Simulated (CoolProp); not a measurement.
Vapour pressure (kPa) of sulfur dioxide: the reference equation beside estimates from Tc = 157.5 °C, pc = 7887 kPa, ω = 0.256. Clausius-Clapeyron is anchored at 13.65 °C with a constant enthalpy of vaporisation of 23.55 kJ/mol.

Values from CoolProp's reference Helmholtz-energy equation of state, Gao 2016.

```csv
T (°C),reference,Lee-Kesler,Clausius-Clapeyron,van der Waals,Redlich-Kwong,Soave-Redlich-Kwong
-32.05,34.02,33.06,40.54,453.9,75.07,33.57
-24.35,51.12,49.90,58.33,548.9,107.4,50.52
-16.75,74.29,72.86,81.74,655.2,148.9,73.53
-9.15,105.3,103.7,112.4,774.8,201.7,104.4
-1.55,145.9,144.2,151.7,908.3,267.6,144.8
6.05,198.0,196.4,201.5,1057,348.5,196.9
13.65,263.7,262.5,263.7,1220,446.4,262.7
21.35,346.5,345.8,341.4,1402,564.6,345.7
28.95,446.7,446.7,434.8,1598,702.3,446.5
36.55,567.7,568.7,547.4,1812,862.6,568.4
44.15,712.3,714.4,681.4,2043,1048,714.4
51.75,883.3,886.5,839.7,2292,1259,887.3
59.35,1084,1088,1025,2560,1499,1090
```

Absolute difference from the reference over all 13 rows, mean and median: Lee-Kesler 1.0 and 0.5 %, Clausius-Clapeyron 6.0 and 4.3 %, van der Waals 477.6 and 362.6 %, Redlich-Kwong 73.2 and 69.3 %, Soave-Redlich-Kwong 0.6 and 0.6 %.
